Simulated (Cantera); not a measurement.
## Hydrocarbon pyrolysis for carbon deposition

A perfectly stirred reactor is fed with C3H8 : H2 = 1 : 3 (molar parts), at 1.30 bar; it is held at 1475 K, and followed from long to short residence time.

Detailed kinetics in Cantera: GRI-Mech 3.0 (53 species, 325 reactions). GRI-Mech 3.0 was tuned for natural gas; its chemistry of propane as a main component is partial and can be far from experiment. GRI-Mech 3.0 stops at C3 and has no aromatics, soot or wall deposition, so with more carbon than oxygen in the feed, carbon stays in small species such as C2H2 where larger ones or solid carbon would form.

```tsv
τ (s)	x C3H8	x H2	x C2H	x CH3	x CH4
0.83	5.07e-5	0.637	4.32e-9	8.42e-5	0.196
0.45	8.52e-5	0.644	5.05e-9	9.23e-5	0.185
0.25	0.000139	0.649	5.95e-9	0.000103	0.177
0.13	0.000237	0.653	7.14e-9	0.000121	0.170
0.073	0.000379	0.655	8.36e-9	0.000142	0.167
0.040	0.000613	0.655	9.74e-9	0.000171	0.166
0.022	0.000987	0.652	1.11e-8	0.000209	0.167
0.012	0.00160	0.649	1.24e-8	0.000259	0.169
0.0064	0.00264	0.644	1.34e-8	0.000327	0.171
0.0035	0.00427	0.639	1.37e-8	0.000412	0.173
```
x: mole fraction; the columns are a selection and need not sum to one.
